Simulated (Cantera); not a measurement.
Feed: 1 mol CH2F2, 0.51 mol HCl, 0.17 mol H2, at 1.33 mbar.

These are equilibrium values from Cantera (NASA tables, ideal gas, pure condensed phases), not measurements of a reactor. Candidate condensed phases: C, C6H6, C7H8, C8H18; 118 gas species. The numbers say what is thermodynamically allowed, not how fast it happens. All values below are at 2675 °C.

Base state: HF 0.378, H 0.293, Cl 0.120, F 0.0979, C3 0.0641, C 0.0180, C2 0.00822, CF 0.00796 (mole fractions); condensed: gas only.

Problem. What changes in the equilibrium state with this change: H2 from 0.17 to 0.75 mol?

Solution. 
| species | before | after |
|---|---|---|
| H | 0.293 | 0.421 |
| HF | 0.378 | 0.326 |
| Cl | 0.120 | 0.0949 |
| F | 0.0979 | 0.0588 |
| H2 | 0.00637 | 0.0131 |
| C3 | 0.0641 | 0.0508 |
| C | 0.0180 | 0.0167 |
| CF2 | 7.87e-5 | 2.62e-5 |
| CF | 0.00796 | 0.00442 |
